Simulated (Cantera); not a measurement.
Charge: 1 mol Si₃N₄, 0.41 mol CO₂, 4.6 mol H₂, equilibrated at 1950 K and 1.33 mbar.

Cantera equilibrium calculation (NASA polynomials, part measured and part estimated; ideal gas, pure solids and liquids). Candidate condensed phases: C, C₆H₆, C₇H₈, C₈H₁₈, H₂O, Si, SiC, SiO₂, Si₂N₂O, Si₃N₄; 151 gas species. Mutual solubility and eutectic melting of coexisting phases are not modelled. The tables' values for SiN are old estimates; treat these amounts as uncertain. Gases not in the tables: Si₂H₆ and higher silanes. Rates play no part.

What is the equilibrium state?


```json
{
  "x(H₂)": "0.588",
  "x(N₂)": "0.261",
  "x(SiO)": "0.0858",
  "x(H)": "0.0241",
  "x(CO)": "0.0213",
  "x(Si)": "0.0179",
  "x(Si₂C)": "0.000394",
  "x(SiH)": "0.000383",
  "x(HCN)": "0.000214",
  "n(Si(l))": "1.95 mol",
  "n(SiC(s))": "0.242 mol",
  "gas_amount": "7.656 mol",
  "log10 activity of C(graphite) (absent)": "-1.34"
}
```
